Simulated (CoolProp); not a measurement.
Properties of oxygen along the isobar 609 kPa.

Values from CoolProp's reference Helmholtz-energy equation of state, Schmidt 1985.

```tsv
T (K)	phase	density (kg/m³)	Joule-Thomson coefficient (K/MPa)	isothermal compressibility (1/MPa)	expansivity (1/kK)	Prandtl number
76.5	liquid	1208	-0.3480	0.001360	3.853	2.89
84	liquid	1172	-0.3324	0.001643	4.091	2.45
91.5	liquid	1136	-0.3091	0.002016	4.405	2.15
99	liquid	1097	-0.2753	0.002527	4.823	1.96
106.5	liquid	1056	-0.2268	0.003262	5.396	1.84
114	gas	23.04	15.96	1.867	12.30	0.866
121.5	gas	21.14	13.83	1.814	10.75	0.835
129	gas	19.59	12.26	1.780	9.651	0.818
136.5	gas	18.28	10.98	1.754	8.799	0.805
144	gas	17.16	9.922	1.735	8.111	0.794
151.5	gas	16.18	9.026	1.720	7.540	0.784
159	gas	15.32	8.261	1.709	7.058	0.777
166.5	gas	14.56	7.600	1.699	6.642	0.770
174	gas	13.87	7.023	1.691	6.280	0.764
181.5	gas	13.25	6.516	1.685	5.960	0.759
189	gas	12.68	6.067	1.679	5.675	0.754
```

Viscosity comes from a separate model (Lemmon 2004). Thermal conductivity comes from a separate model (Lemmon 2004).
